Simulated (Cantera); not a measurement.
Feed: 1 mol HF, 0.2 mol O₂, a varied amount of H₂, equilibrated at 750 K and 59300 Torr.

Equilibrium computed with Cantera from the NASA thermochemical tables; the gas is ideal and each condensed phase is pure. Candidate condensed phases: H₂O; 22 gas species. The ideal-gas law is rough above about 30 bar. Kinetics and transport are ignored.

x: gas mole fraction; nothing condenses.

| n(H₂) (mol) | x H₂ | x HF | x H₂O | x O₂ | x H₂F₂ | x H₃F₃ | x H₄F₄ |
|---|---|---|---|---|---|---|---|
| 0.13 | <1e-12 | 0.783 | 0.103 | 0.107 | 0.00621 | 3.71e-5 | 6.04e-7 |
| 0.19 | <1e-12 | 0.765 | 0.148 | 0.0816 | 0.00593 | 3.46e-5 | 5.50e-7 |
| 0.27 | <1e-12 | 0.742 | 0.203 | 0.0490 | 0.00558 | … | 4.87e-7 |
| 0.4 | 3.43e-11 | 0.708 | 0.287 | 1.71e-11 | 0.00508 | … | 4.03e-7 |
| 0.58 | 0.114 | 0.627 | 0.254 | <1e-12 | 0.00399 | … | 2.49e-7 |
| 0.85 | 0.244 | 0.536 | 0.217 | <1e-12 | 0.00291 | … | 1.33e-7 |
| 1.2 | 0.364 | 0.451 | 0.182 | <1e-12 | 0.00206 | … | 6.67e-8 |
| 1.8 | 0.501 | 0.355 | 0.143 | <1e-12 | 0.00128 | … | 2.55e-8 |
| 2.6 | 0.612 | 0.276 | 0.111 | <1e-12 | 0.000775 | … | 9.39e-9 |
| 3.8 | 0.709 | 0.208 | 0.0834 | <1e-12 | 0.000437 | … | 2.98e-9 |
| 5.6 | 0.788 | 0.151 | 0.0606 | <1e-12 | 0.000231 | … | 8.38e-10 |

**Question.** What belongs in the gaps?

**Answer.** 
- 0.27, x H₃F₃: 3.16e-5
- 0.4, x H₃F₃: 2.74e-5
- 0.58, x H₃F₃: 1.91e-5
- 0.85, x H₃F₃: 1.19e-5
- 1.2, x H₃F₃: 7.10e-6
- 1.8, x H₃F₃: 3.46e-6
- 2.6, x H₃F₃: 1.63e-6
- 3.8, x H₃F₃: 6.90e-7
- 5.6, x H₃F₃: 2.66e-7
